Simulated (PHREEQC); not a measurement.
## Brackish or sea water (model solution)

Synthetic water in mmol/kgw, 70 °C, pH 6.56:

```
constituent           mmol/kgw
--------------------  --------
Na                        90.8
K                         2.35
Ca                        3.51
Mg                        10.8
Cl                        55.8
S(6)                      32.7
Alkalinity (meq/kgw)      2.28
```

Valence states are taken as typed.

All values are PHREEQC results (Pitzer model, pitzer.dat), not measurements.

* **ionic strength**: 0.170 mol/kgw
* **specific conductance**: 25000 µS/cm
* **density**: 0.984 g/cm³
* **osmotic coefficient**: 0.843
* **charge-balance error**: -0.7 %

```
species  molality  activity   log γ
-------  --------  --------  ------
Na+        0.0908    0.0663  -0.137
Cl-        0.0558    0.0399  -0.146
SO4-2      0.0327   0.00696  -0.672
Mg+2       0.0108   0.00232  -0.668
Ca+2      0.00351  0.000629  -0.747
K+        0.00235   0.00169  -0.144
HCO3-     0.00227   0.00167  -0.135
CO2      0.000891  0.000914   0.011
```

Precipitation was switched off in this run. Species that the database lacks are ignored. Constants without temperature data keep their 25 °C values here.
